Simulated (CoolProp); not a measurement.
Vapour-liquid equilibrium of carbon dioxide (1) + R22 (2) at -7.45 °C; x and y are mole fractions of (1).

Model: multi-fluid Helmholtz-energy mixture model, Span 1996 and Kamei 1995; pair parameters Bell 2016, in CoolProp.

**Question.** Give the bubble pressure and the first vapour's composition at x = 0.25, 0.65, 0.85. Is there an azeotrope?

**Answer.** x = 0.25: 0.8732 MPa, y = 0.634; x = 0.65: 1.844 MPa, y = 0.903; x = 0.85: 2.392 MPa, y = 0.963. No azeotrope shows between x = 0.05 and 0.95.

Pair parameters are fitted to limited data, so mixtures are less certain than the pure fluids.
